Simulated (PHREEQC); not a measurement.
Dissolve 0.25 mol H2SO4, 0.00031 mol NiSO4 and 0.00059 mol Fe2(SO4)3 per kg of water at 25 °C. Closed to the air; pH follows from the charge balance.

Equilibrium calculation in PHREEQC: ion-association model, wateq4f.dat.

Precipitation was switched off in this run.

Task: Predict the pH, activity of water, ionic strength.

Result: pH 0.66; activity of water 0.991; ionic strength 0.311 mol/kgw.

Task: In which forms is S present?

Result: HSO4- 88 %, SO4-2 12 % of the S.
